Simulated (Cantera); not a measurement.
What does this Cantera script print?

```python
import numpy as np
import cantera as ct

gas = ct.Solution("h2o2.yaml")
gas.TP = 300, 70000
flame = ct.CounterflowDiffusionFlame(gas, width=0.02)
flame.fuel_inlet.X, flame.fuel_inlet.T = {'H2': 1}, 525
flame.oxidizer_inlet.X, flame.oxidizer_inlet.T = {'O2': 0.19, 'N2': 0.81}, 725
flame.set_refine_criteria(ratio=3, slope=0.12, curve=0.24, prune=0.03)
show = ['OH', 'H', 'H2O', 'HO2']

rows = []
print(f"{'mdot':>8s}{'a_max':>10s}{'a_mean':>10s}{'Tmax/K':>9s}" + "".join(f"{s:>11s}" for s in show) + "   (peak mole fractions)")
for i, mdot in enumerate([0.42, 0.58, 0.81, 1.1, 1.6, 2.2, 3, 4.2, 5.8]):  # kg/m2/s on the oxidiser side
    flame.oxidizer_inlet.mdot, flame.fuel_inlet.mdot = mdot, 0.31 * mdot
    flame.solve(loglevel=0, auto=(i == 0))
    if flame.T.max() < max(525, 725) + 100:
        print(f"{mdot:8.3g}  no burning solution found from the previous one")
        break
    dT = np.abs(np.gradient(flame.T, flame.grid))
    rows.append([flame.strain_rate("max"), flame.strain_rate("mean"), flame.T.max(),
                 *(flame.X[gas.species_index(s)].max() for s in show), max(dT[0], dT[-1]) / dT.max()])
    print(f"{mdot:8.3g}{rows[-1][0]:10.1f}{rows[-1][1]:10.1f}{rows[-1][2]:9.1f}" + "".join(f"{x:11.3e}" for x in rows[-1][3:-1]))
```

Output:

```
    mdot     a_max    a_mean   Tmax/K         OH          H        H2O        HO2   (peak mole fractions)
    0.42    1052.3     264.2   2328.9  2.060e-02  2.539e-02  2.451e-01  4.642e-05
    0.58    1432.7     364.9   2275.9  2.057e-02  2.828e-02  2.425e-01  5.459e-05
    0.81    1989.6     509.6   2216.9  2.020e-02  3.158e-02  2.400e-01  6.321e-05
     1.1    2691.3     692.0   2159.6  1.969e-02  3.477e-02  2.378e-01  7.086e-05
     1.6    3900.0    1006.6   2084.5  1.888e-02  3.845e-02  2.352e-01  7.941e-05
     2.2    5318.5    1384.0   2031.9  1.842e-02  4.249e-02  2.328e-01  8.652e-05
       3    7242.2    1887.3   1970.1  1.751e-02  4.621e-02  2.303e-01  9.411e-05
     4.2   10129.6    2642.2   1903.1  1.639e-02  5.034e-02  2.274e-01  1.012e-04
     5.8   13994.4    3648.8   1829.0  1.500e-02  5.337e-02  2.244e-01  1.080e-04
```

Cantera simulation using the H2/O2 subset of GRI-Mech 3.0, which has no nitrogen chemistry; the numbers are that mechanism's predictions, not measurements. The maximum strain rate includes the flame's own expansion and is several times the mean.
